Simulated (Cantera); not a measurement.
A closed system holds: 1 mol SiC, 0.0015 mol O₂, 28 mol H₂, 0.3 mol H₂O, at 10000 Pa.

Equilibrium computed with Cantera from the NASA thermochemical tables; the gas is ideal and each condensed phase is pure. Candidate condensed phases: C, C₆H₆, C₇H₈, C₈H₁₈, H₂O, Si, SiC, SiO₂; 123 gas species. Mutual solubility and eutectic melting of coexisting phases are not modelled. The tables hold silica as quartz up to 1696 K and as liquid above; real silica turns to tridymite and cristobalite and melts near 1996 K. Gases not in the tables: Si₂H₆ and higher silanes. The numbers say what is thermodynamically allowed, not how fast it happens.

Task: Which condensed phases are stable at each of these points (T (K)): 1400, 1500, 1600, 1700, 1800, 1900, 2000, 2100?

Result: 
```csv
T (K),condensed phases,Si condensed (%)
1400,SiC(s) + SiO₂(β-quartz),99.7
1500,SiC(s) + SiO₂(β-quartz),95.2
1600,SiC(s),84.8
1700,SiC(s),84.8
1800,SiC(s),84.8
1900,SiC(s),84.7
2000,SiC(s),84.3
2100,SiC(s),83.0
```

From 1400 K to 1500 K the condensed part is SiC(s) + SiO₂(β-quartz). From 1600 K to 2100 K the condensed part is SiC(s).
